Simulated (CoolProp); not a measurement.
Vapour-liquid equilibrium of R134a (1) + R245fa (2) at 0.209 MPa; x and y are mole fractions of (1).

Values from CoolProp's multi-fluid Helmholtz-energy mixture model, Tillner-Roth 1994 and Akasaka 2015; pair parameters Akasaka 2014.

| x | bubble temperature (°C) | y at the bubble point | dew temperature at overall composition x (°C) | liquid density (mol/L) |
|---|---|---|---|---|
| 0.05 | 30.4 | 0.169 | 33.4 | 9.966 |
| 0.15 | 23.2 | 0.418 | ___ | 10.31 |
| 0.25 | 17.1 | 0.587 | 28.2 | 10.63 |
| 0.35 | 12.0 | 0.704 | 25.3 | ___ |
| 0.45 | 7.6 | 0.789 | 22.1 | 11.24 |
| 0.55 | 3.8 | 0.852 | ___ | 11.54 |
| 0.65 | 0.4 | 0.900 | 14.5 | 11.84 |
| 0.75 | -2.6 | ___ | 9.7 | 12.15 |
| 0.85 | -5.3 | ___ | 3.9 | 12.47 |
| 0.95 | -7.8 | ___ | -3.8 | ___ |

Problem. Some entries are withheld; supply them.

Solution. 
- 0.15, dew temperature at overall composition x (°C): 30.9
- 0.35, liquid density (mol/L): 10.94
- 0.55, dew temperature at overall composition x (°C): 18.6
- 0.75, y at the bubble point: 0.937
- 0.85, y at the bubble point: 0.966
- 0.95, y at the bubble point: 0.990
- 0.95, liquid density (mol/L): 12.80

No azeotrope shows between x = 0.05 and 0.95.

The pair parameters rest on a limited set of measurements; away from them the model extrapolates.
